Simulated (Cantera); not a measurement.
Feed: 1 mol toluene, 0.41 mol H2, held at 1898.15 K and 16.0 Pa.

Equilibrium computed with Cantera from the NASA thermochemical tables; the gas is ideal and each condensed phase is pure. Candidate condensed phases: C, C6H6, C7H8, C8H18; 76 gas species. Rates play no part.

What is the equilibrium state?


| Property | Value |
|---|---|
| x(H2) | 0.940 |
| x(H) | 0.0600 |
| x(C2H2 (acetylene)) | 0.000354 |
| n(C(graphite)) | 7.00 mol |
| gas amount | 4.546 mol |
